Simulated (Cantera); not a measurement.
# Silicon oxide and oxynitride deposition: Si2H6 + H2O + H2

Input: 1 mol Si2H6, 28 mol H2O, 15 mol H2, held at 1.00 bar.

Equilibrium computed with Cantera from the NASA thermochemical tables; the gas is ideal and each condensed phase is pure. Candidate condensed phases: H2O, Si, SiO2; 18 gas species. The feed counts by its element totals alone. The tables hold silica as quartz up to 1696 K and as liquid above; real silica turns to tridymite and cristobalite and melts near 1996 K. Gases not in the tables: Si(OH)4. Equilibrium is a limit: real reactors are often held back by kinetics, nucleation or transport.

```csv
T (K),x H2O,x H2,x H,x OH,x SiO,x O,x SiO2,x O2,n SiO2(α-quartz),n SiO2(β-quartz),n SiO2(condensed)
525,0.522,0.478,<1e-12,<1e-12,<1e-12,<1e-12,<1e-12,<1e-12,2.00,0,0
675,0.522,0.478,<1e-12,<1e-12,<1e-12,<1e-12,<1e-12,<1e-12,2.00,0,0
825,0.522,0.478,5.49e-12,<1e-12,<1e-12,<1e-12,<1e-12,<1e-12,2.00,0,0
975,0.522,0.478,7.91e-10,1.57e-12,<1e-12,<1e-12,<1e-12,<1e-12,0,2.00,0
1125,0.522,0.478,3.07e-8,1.75e-10,<1e-12,<1e-12,<1e-12,<1e-12,0,2.00,0
1275,0.522,0.478,5.10e-7,6.47e-9,<1e-12,<1e-12,<1e-12,<1e-12,0,2.00,0
1425,0.522,0.478,4.72e-6,1.13e-7,1.60e-10,<1e-12,<1e-12,<1e-12,0,2.00,0
1575,0.522,0.478,2.87e-5,1.14e-6,1.24e-8,5.75e-11,2.04e-11,2.88e-11,0,2.00,0
1725,0.522,0.478,0.000128,7.72e-6,4.35e-7,1.65e-9,1.01e-9,8.04e-10,0,0,2.00
1875,0.522,0.478,0.000453,3.86e-5,8.16e-6,2.77e-8,2.55e-8,1.32e-8,0,0,2.00
```
x: gas mole fraction; n: condensed amount in mol.

From 525 K to 825 K the condensed part is SiO2(α-quartz). From 975 K to 1575 K the condensed part is SiO2(β-quartz). From 1725 K to 1875 K the condensed part is SiO2(condensed).
